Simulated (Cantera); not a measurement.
# B + O2 + N2 (boron, boron nitride and boron oxide)

Feed: 1 mol B, 0.12 mol O2, 26 mol N2, at 473 Torr.

Method: chemical equilibrium by Gibbs-energy minimisation in Cantera with the NASA 1993 tables (ideal gas, pure condensed phases). Candidate condensed phases: B, BN, B2O3; 17 gas species. N2 is the only nitrogen source here; it is nearly inert below about 1500 K, so the nitride shown seldom forms there in practice. Mutual solubility and eutectic melting of coexisting phases are not modelled. Equilibrium is a limit: real reactors are often held back by kinetics, nucleation or transport.

From 1123 K to 1723 K the condensed part is BN(s) + B2O3(l). From 1823 K to 2423 K the condensed part is BN(s).

```
T (K)   x N2      x BO    x B2O3    x B2O2     x B2O       x B      x BN  n BN(s)  n B2O3(l)
-----  -----  --------  --------  --------  --------  --------  --------  -------  ---------
1123    1.00    <1e-12  9.82e-10    <1e-12    <1e-12    <1e-12    <1e-12    0.840     0.0800
1223    1.00  1.73e-11   3.05e-8  2.26e-11    <1e-12    <1e-12    <1e-12    0.840     0.0800
1323   1.000  6.49e-10   5.52e-7   1.13e-9    <1e-12    <1e-12    <1e-12    0.840     0.0800
1423   1.000   1.45e-8   6.51e-6   3.23e-8    <1e-12    <1e-12    <1e-12    0.840     0.0798
1523   1.000   2.12e-7   5.47e-5   5.84e-7    <1e-12    <1e-12    <1e-12    0.840     0.0786
1623   1.000   2.21e-6  0.000349   7.30e-6  4.13e-12    <1e-12    <1e-12    0.840     0.0709
1723   0.998   1.75e-5   0.00177   6.74e-5  1.39e-10  1.23e-12  2.47e-12    0.839     0.0333
1823   0.997   7.99e-5   0.00292  0.000259   2.29e-9  2.67e-11  3.85e-11    0.835          0
1923   0.997  0.000259   0.00263  0.000596   2.34e-8  4.20e-10  4.50e-10    0.828          0
2023   0.996  0.000713   0.00210   0.00116   1.80e-7   5.01e-9   4.10e-9    0.814          0
2123   0.995   0.00165   0.00136   0.00180   1.05e-6   4.72e-8   3.03e-8    0.795          0
2223   0.994   0.00313  0.000640   0.00213   4.66e-6   3.63e-7   1.86e-7    0.776          0
2323   0.993   0.00489  0.000213   0.00188   1.57e-5   2.33e-6   9.76e-7    0.765          0
2423   0.992   0.00648   5.34e-5   0.00130   4.20e-5   1.28e-5   4.45e-6    0.760          0
```
x: gas mole fraction; n: condensed amount in mol.
